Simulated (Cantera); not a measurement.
Charge: 1 mol B₂O₃, 2.1 mol F₂, held at 1375 K and 0.140 bar.

Cantera equilibrium calculation (NASA polynomials, part measured and part estimated; ideal gas, pure solids and liquids). Candidate condensed phases: B, B₂O₃; 21 gas species. Equilibrium is a limit: real reactors are often held back by kinetics, nucleation or transport.

Base state: BF₃ 0.461, O₂ 0.411, B₃O₃F₃ 0.0664, BOF 0.0620, BOF₂ 0.000323 (mole fractions); condensed: B₂O₃(l).

### Question
What changes in the equilibrium state with this change: temperature from 1375 K to 1323 K?

### Answer
| species | before | after |
|---|---|---|
| BF₃ | 0.461 | 0.480 |
| O₂ | 0.411 | 0.419 |
| B₃O₃F₃ | 0.0664 | 0.0675 |
| BOF | 0.0620 | 0.0334 |
| BOF₂ | 0.000323 | 0.000217 |
| B₂O₃(l), mol | 0.0774 | 0.103 |
